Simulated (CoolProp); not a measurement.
Vapour-liquid equilibrium of CH2F2 (R32) (1) + R236EA (2) at 38.65 °C; x and y are mole fractions of (1).

Model: multi-fluid Helmholtz-energy mixture model, Tillner-Roth 1997 and Rui 2013; pair parameters Bell 2016, in CoolProp.

| x | bubble pressure (MPa) | y at the bubble point | dew pressure at overall composition x (MPa) | liquid density (mol/L) |
|---|---|---|---|---|
| 0.05 | 0.3969 | 0.206 | 0.3387 | 9.337 |
| 0.2 | 0.6349 | [?] | 0.3943 | [?] |
| 0.35 | [?] | 0.721 | 0.4713 | 11.10 |
| 0.5 | 1.189 | 0.824 | [?] | 12.19 |
| 0.65 | 1.508 | 0.894 | 0.7670 | 13.45 |
| 0.8 | 1.862 | 0.946 | 1.106 | 14.93 |
| 0.95 | 2.256 | 0.988 | 1.897 | 16.66 |

Problem. Fill in the missing entries.

Solution. 
- 0.2, y at the bubble point: 0.550
- 0.2, liquid density (mol/L): 10.16
- 0.35, bubble pressure (MPa): 0.8988
- 0.5, dew pressure at overall composition x (MPa): 0.5845

No azeotrope shows between x = 0.05 and 0.95.

Pair parameters are fitted to limited data, so mixtures are less certain than the pure fluids.
